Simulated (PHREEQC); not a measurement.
NaOH is added in steps, without added water, to 1 kg of water holding 0.016 mol/kgw CuCl2 and 0.00077 mol/kgw Na2SO4, at 75 °C. Oxygen alone is held at its pressure in air (log pO2 = -0.68). CO2 from the air is kept out. Only these solids could form: Cu(OH)2, Brochantite, Antlerite, Atacamite, Halite, Mirabilite, Chalcanthite.

Base run: PHREEQC, ion-association model, wateq4f.dat. Each further column changes one thing. The table gives CuSO4 (mol/kgw).

| NaOH added (mol) | base | Na2SO4 from 0.00077 to 0.000154 mol/kgw | Na2SO4 replaced by Cs2SO4 at the same molality | diluted 5-fold with water | no solid may form |
|---|---|---|---|---|---|
| 0 | 0.000310 | 6.32e-5 | 0.000311 | 3.82e-5 | 0.000313 |
| 0.002 | 0.000297 | 6.05e-5 | 0.000297 | 2.63e-5 | 0.000289 |
| 0.006 | 0.000266 | 5.44e-5 | 0.000267 | 4.17e-8 | 0.000229 |
| 0.008 | 0.000248 | 5.09e-5 | 0.000249 | 0 | 0.000193 |
| 0.012 | 0.000207 | 4.27e-5 | 0.000208 | 0 | 0.000108 |
| 0.014 | 0.000183 | 3.78e-5 | 0.000183 | 0 | 5.83e-5 |
| 0.018 | 0.000124 | 2.59e-5 | 0.000125 | 0 | 9.31e-7 |
| 0.02 | 8.87e-5 | 1.86e-5 | 8.90e-5 | 0 | 4.10e-7 |
| 0.024 | 2.78e-8 | 5.85e-9 | 2.79e-8 | 0 | 1.41e-7 |
| 0.026 | 9.04e-9 | 1.83e-9 | 9.09e-9 | 0 | 8.69e-8 |
| 0.03 | 6.62e-9 | 1.34e-9 | 6.65e-9 | 0 | 2.45e-8 |
| 0.032 | 5.75e-9 | 1.16e-9 | 5.78e-9 | 0 | 6.86e-9 |

Constants without temperature data keep their 25 °C values here. The database's constant for dissolved Cu(OH)2 is higher than later reviews accept. In at least one series the solution becomes supersaturated in solids that the run did not let form, among them Cu(OH)2, Brochantite, Antlerite, Atacamite.
